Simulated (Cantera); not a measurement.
A Cantera script and what it prints.

```python
import numpy as np
import cantera as ct

gas_names = [...]  # 109 gases of nasa_gas.yaml made of C, Cl, H, Si
cond_names = """
    C(gr) C6H6(L) C7H8(L) C8H18(L),n-octa Si(cr) Si(L) SiC(b)
""".split()


# ... load() reads the species with a 1 bar reference pressure and builds the phases ...
atoms = {
    '(CH3)2SiCl2': {'C': 2, 'H': 6, 'Si': 1, 'CL': 2},
    'C2H2': {'C': 2, 'H': 2},
    'H2': {'H': 2},
}
top_T = {'C(gr)': 4500, 'SiC(b)': 3050}  # K; cautious upper limits of use, not melting points


# ... equilibrate(T, P, feed) seeds the gas with the atoms and calls Mixture.equilibrate('TP', solver="vcs", rtol=1e-11, max_steps=5000) ...
results = []
feed = {'(CH3)2SiCl2': 1, 'C2H2': 0.094, 'H2': 120}  # mol
T = 1148.15  # K
P = 133.322  # Pa
mix = equilibrate(T, P, feed)
results.append((T, P, feed, dict(zip(mix.species_names, mix.species_moles))))
print(gas.report(threshold=1e-06))
for i in range(1, mix.n_phases):
    print(f"{mix.phase(i).name:16s} {mix.phase_moles(i):12.5e} mol")
```

It prints:

```
       temperature   1148.2 K
          pressure   133.32 Pa
           density   3.5914e-05 kg/m^3
  mean mol. weight   2.5716 kg/kmol
   phase of matter   gas

                          1 kg             1 kmol
                     ---------------   ---------------
          enthalpy        9.2269e+06        2.3728e+07  J
   internal energy        5.5147e+06        1.4181e+07  J
           entropy             88313         2.271e+05  J/K
    Gibbs function       -9.2169e+07       -2.3702e+08  J
 heat capacity c_p             12009             30883  J/K
 heat capacity c_v              8776             22568  J/K

                      mass frac. Y      mole frac. X     chem. pot. / RT
                     ---------------   ---------------   ---------------
               CH4        0.00019131        3.0666e-05           -50.722
                 H        7.6516e-07         1.952e-06           -12.248
               HCL           0.22848          0.016116           -45.057
                H2            0.7713           0.98385           -24.496
     [ +105 minor]        2.9791e-05         8.058e-07

C(gr)             1.18428e+00 mol
Si(cr)            0.00000e+00 mol
SiC(b)            9.99908e-01 mol
```

These are equilibrium values from Cantera (NASA tables, ideal gas, pure condensed phases), not measurements of a reactor. The feed counts by its element totals alone.
